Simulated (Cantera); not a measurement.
Feed: 1 mol MgO, 0.014 mol N₂, equilibrated at 1000 Pa.

These are equilibrium values from Cantera (NASA tables, ideal gas, pure condensed phases), not measurements of a reactor. Candidate condensed phases: Mg, MgO; 13 gas species. Kinetics and transport are ignored.

x: gas mole fraction; n: condensed amount in mol.

```tsv
T (°C)	x N₂	x Mg	x O₂	x O	n MgO(s)
1827	0.997	0.00168	0.000438	0.000291	1.000
1877	0.995	0.00312	0.000868	0.000576	1.000
1927	0.990	[?]	[?]	[?]	1.000
1977	0.983	[?]	[?]	[?]	1.000
2027	0.970	0.0174	0.00547	0.00367	1.000
2077	0.950	0.0295	0.00950	0.00643	1.000
2127	0.917	0.0489	0.0161	0.0110	0.999
2177	0.865	0.0794	0.0266	0.0184	0.999
```

Some entries are withheld; supply them.


- 1927, x Mg: 0.00568
- 1927, x O₂: 0.00166
- 1927, x O: 0.00110
- 1977, x Mg: 0.0101
- 1977, x O₂: 0.00306
- 1977, x O: 0.00204
